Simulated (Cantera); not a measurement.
Source: NASA polynomial tables (part measured, part estimated), evaluated in Cantera. Values are per mole of reaction as written; species without (g) are pure solids or liquids, kept so even where they would boil at 1 bar.

3 Ca + SO₃(g) = 3 CaO + S

| T (K) | ΔH° (kJ) | ΔS° (J/K) | ΔG° (kJ) | log10 K |
|---|---|---|---|---|
| 475 | -1502.0 | -218.2 | -1398.3 | 153.77 |
| 550 | … | … | … | … |
| 625 | -1496.9 | -208.9 | -1366.4 | 114.19 |
| 700 | -1495.3 | -206.4 | -1350.8 | 100.80 |
| 775 | -1496.4 | -208.0 | -1335.2 | 89.99 |
| 850 | -1494.5 | -205.7 | -1319.7 | 81.10 |
| 925 | … | … | … | … |
| 1000 | … | … | … | … |
| 1075 | … | … | … | … |

Q: Some entries are withheld; supply them.

A: 
- 550, ΔH° (kJ): -1499.2
- 550, ΔS° (J/K): -212.7
- 550, ΔG° (kJ): -1382.2
- 550, log10 K: 131.27
- 925, ΔH° (kJ): -1492.6
- 925, ΔS° (J/K): -203.5
- 925, ΔG° (kJ): -1304.3
- 925, log10 K: 73.65
- 1000, ΔH° (kJ): -1490.8
- 1000, ΔS° (J/K): -201.7
- 1000, ΔG° (kJ): -1289.1
- 1000, log10 K: 67.34
- 1075, ΔH° (kJ): -1489.6
- 1075, ΔS° (J/K): -200.5
- 1075, ΔG° (kJ): -1274.1
- 1075, log10 K: 61.91
